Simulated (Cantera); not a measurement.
**C₆H₆ + H₂O + CO₂ (carbon deposition, reforming and gasification)**

A closed system holds: 1 mol C₆H₆, 4.9 mol H₂O, 1.3 mol CO₂, at 15.0 bar.

Equilibrium computed with Cantera from the NASA thermochemical tables; the gas is ideal and each condensed phase is pure. Candidate condensed phases: C, C₆H₆, C₇H₈, C₈H₁₈, H₂O; 110 gas species. Kinetics and transport are ignored.

| T (K) | x H₂ | x CO | x H₂O | x CO₂ | x CH₄ | x H | n C(graphite) |
|---|---|---|---|---|---|---|---|
| 1048 | 0.340 | 0.210 | 0.201 | 0.147 | 0.101 | 1.16e-9 | 2.42 |
| 1248 | 0.454 | 0.437 | 0.0458 | 0.0283 | 0.0345 | 8.12e-8 | 0.351 |
| 1448 | 0.498 | 0.474 | 0.0149 | 0.00597 | 0.00748 | 1.68e-6 | 0 |
| 1648 | 0.508 | 0.477 | 0.0111 | 0.00324 | 0.00111 | 1.64e-5 | 0 |
| 1848 | 0.509 | 0.478 | 0.0108 | 0.00254 | 0.000195 | 9.76e-5 | 0 |
| 2048 | 0.508 | 0.478 | 0.0110 | 0.00218 | 4.67e-5 | 0.000412 | 0 |
| 2248 | 0.507 | 0.478 | 0.0112 | 0.00194 | 1.46e-5 | 0.00135 | 0 |
| 2448 | 0.506 | 0.478 | 0.0114 | 0.00177 | 5.55e-6 | 0.00365 | 0 |
| 2648 | 0.502 | 0.477 | 0.0114 | 0.00164 | 2.45e-6 | 0.00851 | 0 |
| 2848 | 0.495 | 0.474 | 0.0114 | 0.00154 | 1.21e-6 | 0.0175 | 0 |
x: gas mole fraction; n: condensed amount in mol.

From 1048 K to 1248 K the condensed part is C(graphite). From 1448 K to 2848 K nothing is condensed. The main C-bearing gas is CO throughout.
